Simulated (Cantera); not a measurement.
Input (Python, Cantera) and output of one run.

```python
import numpy as np
import cantera as ct

gas_names = """
    H HO2 H2 H2O H2O2 H2S H2SO4 Mg MgH MgO MgOH MgO2H2 MgS Mg2 O OH O2 O3 S SH SO SO2 SO3 S2 S2O S8
""".split()
cond_names = """
    H2O(s) H2O(L) H2SO4(L) Mg(cr) Mg(L) MgO(s) MgO(L) MgO2H2(s) MgS(s) MgSO4(s) MgSO4(L) S(cr1) S(cr2)
    S(L)
""".split()


# ... load() reads the species with a 1 bar reference pressure and builds the phases ...
atoms = {
    'MgO': {'Mg': 1, 'O': 1},
    'SO3': {'S': 1, 'O': 3},
    'H2O': {'H': 2, 'O': 1},
}
top_T = {'MgS(s)': 2250}  # K; cautious upper limits of use, not melting points


# ... equilibrate(T, P, feed) seeds the gas with the atoms and calls Mixture.equilibrate('TP', solver="vcs", rtol=1e-11, max_steps=5000) ...
results = []
feed = {'MgO': 1, 'SO3': 2.5, 'H2O': 0.045}  # mol
P = 4500  # Pa
for T in [623, 723, 823, 923, 1023, 1123, 1223, 1323, 1423, 1523, 1623, 1723, 1823, 1923]:
    mix = equilibrate(T, P, feed)
    results.append((T, P, feed, dict(zip(mix.species_names, mix.species_moles))))

top = {s: max(r[3][s] / sum(r[3][g] for g in gas_names) for r in results) for s in gas_names}
cols = sorted((s for s in top if top[s] > 1e-05), key=lambda s: -top[s])[:7]
seen = [c for c in cond_names if any(r[3].get(c, 0) > 1e-12 for r in results)]
print("log10 of partial pressures in bar; condensed amounts in mol")
print(f"{'T/K':>10s}" + "".join(f"{s[:9]:>10s}" for s in cols + seen))
for T, P, feed, n in results:
    ng = sum(n[g] for g in gas_names)
    print(f"{T:10.4g}" + "".join(f"{np.log10(max(n[s] / ng * P / 1e5, 1e-99)):10.3f}" for s in cols)
          + "".join(f"{n.get(c, 0):10.4g}" for c in seen))
```

Output:

```
log10 of partial pressures in bar; condensed amounts in mol
       T/K       SO3       SO2        O2       H2O     H2SO4        OH         O    MgO(s)  MgSO4(s)
       623    -1.373    -3.060    -3.361    -2.948    -3.753   -13.708   -19.444         0         1
       723    -1.434    -2.337    -2.638    -2.910    -4.871   -11.631   -16.168         0         1
       823    -1.616    -1.882    -2.183    -2.951    -5.912   -10.115   -13.730         0         1
       923    -1.955    -1.659    -1.960    -3.004    -6.934    -8.970   -11.884         0         1
      1023    -2.372    -1.576    -1.877    -3.034    -7.880    -8.066   -10.445         0         1
      1123    -2.774    -1.549    -1.850    -3.046    -8.696    -7.326    -9.282         0         1
      1223    -3.123    -1.536    -1.837    -3.269    -9.599    -6.815    -8.312         1         0
      1323    -3.429    -1.532    -1.833    -3.271   -10.183    -6.290    -7.491         1         0
      1423    -3.693    -1.530    -1.831    -3.272   -10.680    -5.838    -6.786         1         0
      1523    -3.922    -1.529    -1.830    -3.274   -11.109    -5.446    -6.173         1         0
      1623    -4.123    -1.529    -1.830    -3.276   -11.482    -5.103    -5.636         1         0
      1723    -4.299    -1.529    -1.830    -3.279   -11.810    -4.800    -5.160         1         0
      1823    -4.456    -1.529    -1.830    -3.285   -12.102    -4.532    -4.736         1         0
      1923    -4.597    -1.529    -1.831    -3.295   -12.366    -4.295    -4.357         1         0
```

Equilibrium computed with Cantera from the NASA thermochemical tables; the gas is ideal and each condensed phase is pure.
